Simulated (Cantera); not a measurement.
Cantera run, input and output.

```python
import numpy as np
import cantera as ct

gas = ct.Solution("gri30.yaml")
gas.TPX = 1400, 39000, {'C3H8': 1, 'O2': 6.76, 'N2': 25.4}
reactor = ct.IdealGasReactor(gas, energy="on", clone=False)
net = ct.ReactorNet([reactor])
net.rtol, net.atol = 1e-08, 1e-16
show = ['C3H8', 'O2', 'H2O', 'CH2O', 'C2H', 'CH2CO']
times = np.geomspace(4e-06, 9, 12)

steps = ct.SolutionArray(gas, extra=["t"])
rows = []
print(f"{'t/s':>10s}{'T/K':>9s}{'P/Pa':>11s}" + "".join(f"{s:>11s}" for s in show))
for t in times:
    while net.time < t:
        t_next = net.step()
        steps.append(gas.state, t=t_next)
    rows.append([np.interp(t, steps.t, y) for y in (steps.T, steps.P, *steps(*show).X.T)])
    print(f"{t:10.3e}{rows[-1][0]:9.1f}{rows[-1][1]:11.4g}" + "".join(f"{x:11.3e}" for x in rows[-1][2:]))
rate = np.gradient(steps.T, steps.t)
print("integrator steps:", len(steps.t))
if steps.T.max() > steps.T[0] + 200:
    print(f"time of steepest temperature rise: {steps.t[rate.argmax()]:.4e} s")
gas.TPX = 1400, 39000, {'C3H8': 1, 'O2': 6.76, 'N2': 25.4}
gas.equilibrate("UV")
print(f"equilibrium (UV): T = {gas.T:.1f} K  " + "  ".join(f"{s} {gas[s].X[0]:.3e}" for s in show))
```

Output:

```
       t/s      T/K       P/Pa       C3H8         O2        H2O       CH2O        C2H      CH2CO
 4.000e-06   1399.5  3.899e+04  3.011e-02  2.038e-01  1.432e-06  1.520e-07  9.223e-18  1.692e-10
 1.512e-05   1398.1  3.896e+04  2.992e-02  2.037e-01  2.812e-05  7.687e-06  3.594e-15  3.534e-08
 5.715e-05   1394.6  3.892e+04  2.872e-02  2.031e-01  4.415e-04  2.521e-04  1.027e-12  3.257e-06
 2.160e-04   1405.9  3.957e+04  2.137e-02  1.978e-01  4.214e-03  1.967e-03  1.618e-10  1.814e-04
 8.165e-04   2700.2  8.034e+04  4.071e-47  5.830e-02  9.139e-02  6.623e-11  9.782e-21  1.654e-18
 3.086e-03   2720.9  8.072e+04  6.039e-47  5.392e-02  9.324e-02  6.759e-11  1.079e-20  1.735e-18
 1.167e-02   2715.8  8.052e+04  6.177e-47  5.190e-02  9.358e-02  6.729e-11  1.027e-20  1.709e-18
 4.409e-02   2715.7  8.052e+04  6.179e-47  5.188e-02  9.359e-02  6.728e-11  1.027e-20  1.708e-18
 1.667e-01   2715.7  8.052e+04  6.179e-47  5.188e-02  9.359e-02  6.728e-11  1.027e-20  1.708e-18
 6.299e-01   2715.7  8.052e+04  6.179e-47  5.188e-02  9.359e-02  6.728e-11  1.027e-20  1.708e-18
 2.381e+00   2715.7  8.052e+04  6.179e-47  5.188e-02  9.359e-02  6.728e-11  1.027e-20  1.708e-18
 9.000e+00   2715.7  8.052e+04  6.179e-47  5.188e-02  9.359e-02  6.728e-11  1.027e-20  1.708e-18
integrator steps: 1793
time of steepest temperature rise: 3.5423e-04 s
equilibrium (UV): T = 2715.7 K  C3H8 1.328e-46  O2 5.188e-02  H2O 9.359e-02  CH2O 6.728e-11  C2H 1.084e-20  CH2CO 1.905e-18
```

Model: GRI-Mech 3.0 (53 species, 325 reactions), integrated in Cantera. GRI-Mech 3.0 was tuned for natural gas; its chemistry of propane as a main component is partial and can be far from experiment.
